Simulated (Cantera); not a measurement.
# Equilibrium for carbothermic reduction: Ta2O5 + CH4 + CO

Feed: 1 mol Ta2O5, 0.33 mol CH4, 0.035 mol CO, at 100000 Pa.

Equilibrium computed with Cantera from the NASA thermochemical tables; the gas is ideal and each condensed phase is pure. Candidate condensed phases: C, C6H6, C7H8, C8H18, H2O, Ta, TaC, Ta2O5; 113 gas species. Mutual solubility and eutectic melting of coexisting phases are not modelled. TaC: taken at fixed stoichiometry. Condensed phases not in the tables: Ta2C. Rates play no part.

```csv
T (K),x H2,x CO,x CH4,x H2O,x CO2,x H,x C2H6,n C(graphite),n Ta2O5(s),n TaC(s)
975,0.854,0.0354,0.0916,0.0182,0.00120,1.06e-9,1.38e-6,0.285,1.00,0
1025,0.889,0.0425,0.0581,0.0100,0.000623,4.11e-9,8.29e-7,0.299,1.00,0
1075,0.910,0.0466,0.0374,0.00536,0.000295,1.40e-8,5.01e-7,0.309,1.00,0
1125,0.924,0.0486,0.0246,0.00289,0.000138,4.27e-8,3.09e-7,0.315,1.00,0
1175,0.932,0.0495,0.0166,0.00160,6.65e-5,1.18e-7,1.96e-7,0.320,1.00,0
1225,0.911,0.0770,0.0109,0.00138,7.94e-5,2.97e-7,1.17e-7,0.295,0.996,0.00820
1275,0.803,0.189,0.00598,0.00177,0.000249,6.61e-7,5.31e-8,0.160,0.976,0.0477
1325,0.706,0.289,0.00252,0.00195,0.000430,1.37e-6,1.39e-8,0,0.953,0.0942
1375,0.707,0.290,0.00109,0.00216,0.000428,2.88e-6,3.30e-9,0,0.953,0.0947
1425,0.707,0.290,0.000496,0.00236,0.000425,5.74e-6,8.66e-10,0,0.953,0.0949
1475,0.707,0.290,0.000239,0.00257,0.000423,1.09e-5,2.49e-10,0,0.952,0.0950
1525,0.707,0.290,0.000121,0.00277,0.000422,1.99e-5,7.79e-11,0,0.952,0.0951
1575,0.707,0.290,6.42e-5,0.00297,0.000420,3.49e-5,2.63e-11,0,0.952,0.0952
1625,0.707,0.290,3.54e-5,0.00317,0.000418,5.93e-5,9.51e-12,0,0.952,0.0952
```
x: gas mole fraction; n: condensed amount in mol.

From 975 K to 1175 K the condensed part is C(graphite) + Ta2O5(s). From 1225 K to 1275 K the condensed part is C(graphite) + TaC(s) + Ta2O5(s). From 1325 K to 1625 K the condensed part is TaC(s) + Ta2O5(s).
